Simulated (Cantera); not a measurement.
# Premixed flame

A freely propagating, adiabatic, planar premixed flame of CH₄ : O₂ : N₂ = 1 : 3.08 : 11.6 (molar parts), equivalence ratio 0.65, unburnt at 648 K and 5.70 bar; mixture-averaged transport, grid criteria slope 0.08 and curve 0.16, no radiation.

Model: GRI-Mech 3.0 (53 species, 325 reactions), integrated in Cantera. Burning velocities carry a grid error of a few per cent, more on coarse grids.

```json
[
 {"z (mm)": "-0.402", "T (K)": "650", "u (m/s)": "0.417", "x CH₄": "0.0636", "x O₂": "0.196", "x H₂O": "0.000418", "x HO₂": "2.57e-7", "x HCN": "<1e-8", "x NO": "<1e-8"},
 {"z (mm)": "-0.268", "T (K)": "659", "u (m/s)": "0.423", "x CH₄": "0.0630", "x O₂": "0.195", "x H₂O": "0.00203", "x HO₂": "1.61e-6", "x HCN": "<1e-8", "x NO": "<1e-8"},
 {"z (mm)": "-0.201", "T (K)": "683", "u (m/s)": "0.439", "x CH₄": "0.0614", "x O₂": "0.194", "x H₂O": "0.00581", "x HO₂": "5.84e-6", "x HCN": "<1e-8", "x NO": "1.82e-8"},
 {"z (mm)": "-0.134", "T (K)": "779", "u (m/s)": "0.502", "x CH₄": "0.0556", "x O₂": "0.186", "x H₂O": "0.0186", "x HO₂": "2.64e-5", "x HCN": "1.05e-8", "x NO": "1.04e-7"},
 {"z (mm)": "-0.0670", "T (K)": "1112", "u (m/s)": "0.721", "x CH₄": "0.0363", "x O₂": "0.155", "x H₂O": "0.0551", "x HO₂": "0.000117", "x HCN": "5.40e-8", "x NO": "8.14e-7"},
 {"z (mm)": "-0.0335", "T (K)": "1420", "u (m/s)": "0.924", "x CH₄": "0.0188", "x O₂": "0.125", "x H₂O": "0.0851", "x HO₂": "0.000206", "x HCN": "1.08e-7", "x NO": "1.92e-6"},
 {"z (mm)": "0", "T (K)": "1729", "u (m/s)": "1.12", "x CH₄": "0.00342", "x O₂": "0.0921", "x H₂O": "0.113", "x HO₂": "0.000150", "x HCN": "1.80e-7", "x NO": "3.53e-6"},
 {"z (mm)": "0.0335", "T (K)": "1867", "u (m/s)": "1.21", "x CH₄": "0.000121", "x O₂": "0.0768", "x H₂O": "0.121", "x HO₂": "3.79e-5", "x HCN": "1.05e-7", "x NO": "5.35e-6"},
 {"z (mm)": "0.0670", "T (K)": "1925", "u (m/s)": "1.24", "x CH₄": "2.69e-6", "x O₂": "0.0725", "x H₂O": "0.123", "x HO₂": "2.08e-5", "x HCN": "2.97e-8", "x NO": "6.75e-6"},
 {"z (mm)": "0.134", "T (K)": "1978", "u (m/s)": "1.27", "x CH₄": "<1e-8", "x O₂": "0.0700", "x H₂O": "0.125", "x HO₂": "1.01e-5", "x HCN": "<1e-8", "x NO": "8.45e-6"},
 {"z (mm)": "0.268", "T (K)": "2007", "u (m/s)": "1.29", "x CH₄": "<1e-8", "x O₂": "0.0692", "x H₂O": "0.126", "x HO₂": "4.21e-6", "x HCN": "<1e-8", "x NO": "9.91e-6"},
 {"z (mm)": "0.536", "T (K)": "2018", "u (m/s)": "1.30", "x CH₄": "<1e-8", "x O₂": "0.0690", "x H₂O": "0.127", "x HO₂": "2.52e-6", "x HCN": "<1e-8", "x NO": "1.11e-5"},
 {"z (mm)": "1.07", "T (K)": "2019", "u (m/s)": "1.30", "x CH₄": "<1e-8", "x O₂": "0.0690", "x H₂O": "0.127", "x HO₂": "2.32e-6", "x HCN": "<1e-8", "x NO": "1.28e-5"}
]
```
x: mole fraction of selected species; z is measured from the peak of heat release.

```
Quantity                      Value
------------------------  ---------
laminar burning velocity  41.6 cm/s
thermal thickness          0.134 mm
peak x(HO₂)                0.000220
peak x(HCN)                 1.82e-7
grid points                     142
```
